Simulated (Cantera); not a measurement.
An adiabatic, constant-pressure homogeneous reactor starts with H2 : O2 : N2 : H2O = 1 : 1.25 : 9.12 : 1.3 (molar parts), at 1725 K and 10.0 bar. Integrator tolerance rtol = 1e-08.

Cantera simulation using the H2/O2 subset of GRI-Mech 3.0, which has no nitrogen chemistry; the numbers are that mechanism's predictions, not measurements. The hydrogen kinetics of GRI-Mech 3.0 are dated; newer H2 mechanisms differ, most at raised pressure.

### Question
What does this change do: pressure from 10.0 bar to 1.50 bar?

### Answer
```
quantity                                                              before                                      after
---------------------------------  -----------------------------------------  -----------------------------------------
time of steepest temperature rise                                    1.65 µs                                    10.5 µs
temperature at 1.00 s                                                 2236 K                                     2222 K
equilibrium temperature                                               2236 K                                     2222 K
x(H2) at 1.00 s                    0.000343 (gas-phase equilibrium 0.000343)  0.000812 (gas-phase equilibrium 0.000812)
x(O2) at 1.00 s                        0.0608 (gas-phase equilibrium 0.0608)      0.0604 (gas-phase equilibrium 0.0604)
x(H2O) at 1.00 s                         0.187 (gas-phase equilibrium 0.187)        0.185 (gas-phase equilibrium 0.185)
x(H2O2) at 1.00 s                    5.45e-7 (gas-phase equilibrium 5.45e-7)    2.01e-7 (gas-phase equilibrium 2.01e-7)
x(H) at 1.00 s                       4.05e-5 (gas-phase equilibrium 4.05e-5)  0.000150 (gas-phase equilibrium 0.000150)
```

### Question
What does this change do: pressure from 10.0 bar to 12.0 bar?

### Answer
```tsv
quantity	before	after
time of steepest temperature rise	1.65 µs	1.41 µs
temperature at 1.00 s	2236 K	2237 K
equilibrium temperature	2236 K	2237 K
x(H2) at 1.00 s	0.000343 (gas-phase equilibrium 0.000343)	0.000315 (gas-phase equilibrium 0.000315)
x(O2) at 1.00 s	0.0608 (gas-phase equilibrium 0.0608)	0.0608 (gas-phase equilibrium 0.0608)
x(H2O) at 1.00 s	0.187 (gas-phase equilibrium 0.187)	0.187 (gas-phase equilibrium 0.187)
x(H2O2) at 1.00 s	5.45e-7 (gas-phase equilibrium 5.45e-7)	5.99e-7 (gas-phase equilibrium 5.99e-7)
x(H) at 1.00 s	4.05e-5 (gas-phase equilibrium 4.05e-5)	3.56e-5 (gas-phase equilibrium 3.56e-5)
```
The pressure lies above the range GRI-Mech 3.0 was tuned for (to about 10 atm).
